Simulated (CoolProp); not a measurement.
Properties of ethanol along the isobar 101 kPa.

Values from CoolProp's reference Helmholtz-energy equation of state, Schroeder 2014.

```json
[
 {"T (K)": "323.2", "phase": "liquid", "cv (kJ/(kg K))": "(withheld)", "isothermal compressibility (1/MPa)": "0.001390", "viscosity (µPa s)": "688", "Prandtl number": "11.5", "fugacity coefficient": "0.2883"},
 {"T (K)": "337.3", "phase": "liquid", "cv (kJ/(kg K))": "2.330", "isothermal compressibility (1/MPa)": "0.001551", "viscosity (µPa s)": "547", "Prandtl number": "9.73", "fugacity coefficient": "0.5442"},
 {"T (K)": "365.4", "phase": "gas", "cv (kJ/(kg K))": "1.522", "isothermal compressibility (1/MPa)": "10.18", "viscosity (µPa s)": "10.8", "Prandtl number": "0.849", "fugacity coefficient": "0.9741"},
 {"T (K)": "379.4", "phase": "gas", "cv (kJ/(kg K))": "1.560", "isothermal compressibility (1/MPa)": "10.13", "viscosity (µPa s)": "11.2", "Prandtl number": "0.840", "fugacity coefficient": "0.9785"},
 {"T (K)": "393.5", "phase": "gas", "cv (kJ/(kg K))": "1.600", "isothermal compressibility (1/MPa)": "10.09", "viscosity (µPa s)": "11.7", "Prandtl number": "0.834", "fugacity coefficient": "0.9821"},
 {"T (K)": "407.5", "phase": "gas", "cv (kJ/(kg K))": "1.641", "isothermal compressibility (1/MPa)": "10.06", "viscosity (µPa s)": "12.1", "Prandtl number": "0.829", "fugacity coefficient": "0.9849"},
 {"T (K)": "421.5", "phase": "gas", "cv (kJ/(kg K))": "(withheld)", "isothermal compressibility (1/MPa)": "10.03", "viscosity (µPa s)": "12.5", "Prandtl number": "0.825", "fugacity coefficient": "0.9873"},
 {"T (K)": "435.6", "phase": "gas", "cv (kJ/(kg K))": "1.724", "isothermal compressibility (1/MPa)": "10.01", "viscosity (µPa s)": "12.9", "Prandtl number": "(withheld)", "fugacity coefficient": "0.9892"},
 {"T (K)": "449.6", "phase": "gas", "cv (kJ/(kg K))": "(withheld)", "isothermal compressibility (1/MPa)": "9.995", "viscosity (µPa s)": "13.3", "Prandtl number": "0.819", "fugacity coefficient": "0.9907"},
 {"T (K)": "463.7", "phase": "gas", "cv (kJ/(kg K))": "1.806", "isothermal compressibility (1/MPa)": "9.982", "viscosity (µPa s)": "13.7", "Prandtl number": "0.817", "fugacity coefficient": "0.9920"},
 {"T (K)": "477.7", "phase": "gas", "cv (kJ/(kg K))": "1.847", "isothermal compressibility (1/MPa)": "9.970", "viscosity (µPa s)": "14.1", "Prandtl number": "0.816", "fugacity coefficient": "0.9931"},
 {"T (K)": "491.7", "phase": "gas", "cv (kJ/(kg K))": "1.887", "isothermal compressibility (1/MPa)": "9.961", "viscosity (µPa s)": "14.5", "Prandtl number": "0.815", "fugacity coefficient": "0.9940"},
 {"T (K)": "505.8", "phase": "gas", "cv (kJ/(kg K))": "1.927", "isothermal compressibility (1/MPa)": "9.953", "viscosity (µPa s)": "14.9", "Prandtl number": "0.814", "fugacity coefficient": "0.9948"}
]
```

Q: Fill in the missing entries.

A: 
- 323.2, cv (kJ/(kg K)): 2.225
- 421.5, cv (kJ/(kg K)): 1.682
- 435.6, Prandtl number: 0.822
- 449.6, cv (kJ/(kg K)): 1.765

Viscosity comes from a separate model (Kiselev 2005). Thermal conductivity comes from a separate model (Assael 2013).
